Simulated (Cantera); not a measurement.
Source: NASA polynomial tables (part measured, part estimated), evaluated in Cantera. Values are per mole of reaction as written; species without (g) are pure solids or liquids, kept so even where they would boil at 1 bar. TaC: taken at fixed stoichiometry.

3 C2H2(g) + 6 Ta + 2 N(g) → 6 TaC + 2 NH3(g), with ΔH° = -2586.5 kJ and ΔS° = -518.6 J/K at 300 K.

How far is the shortcut ΔG° ≈ ΔH°(300 K) − T·ΔS°(300 K) from the full temperature-dependent value at 1923, 2073, 2223, 2373, 2523, 2673, 2823, 2973 K?


```csv
T (K),shortcut (kJ),full (kJ),difference (kJ),difference in log10 K
1923,-1589.3,-1572.3,-17.0,0.46
2073,-1511.5,-1494.1,-17.4,0.44
2223,-1433.7,-1416.2,-17.5,0.41
2373,-1355.9,-1338.6,-17.3,0.38
2523,-1278.1,-1261.4,-16.8,0.35
2673,-1200.3,-1184.3,-16.0,0.31
2823,-1122.5,-1107.6,-14.9,0.28
2973,-1044.8,-1031.0,-13.7,0.24
```
The shortcut ignores the heat-capacity change of the reaction.
